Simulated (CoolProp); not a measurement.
Vapour-liquid equilibrium of sulfur hexafluoride (1) + R113 (2) at -5.65 °C; x and y are mole fractions of (1).

Computed with CoolProp (multi-fluid Helmholtz-energy mixture model, Guder 2009 and Marx 1992; pair parameters Bell 2016).

Q: Give the bubble pressure and the first vapour's composition at x = 0.15, 0.45, 0.55. Is there an azeotrope?

A: x = 0.15: 0.1920 MPa, y = 0.939; x = 0.45: 0.3043 MPa, y = 0.967; x = 0.55: 0.3822 MPa, y = 0.978. No azeotrope shows between x = 0.05 and 0.95.

The pair parameters rest on a limited set of measurements; away from them the model extrapolates. The gap from Raoult's law changes sign with composition, which may be real or a fault of the pair parameters; it wasn't checked against measurements. With so large a gap from Raoult's law the liquid may split in two, which this calculation doesn't test in full.
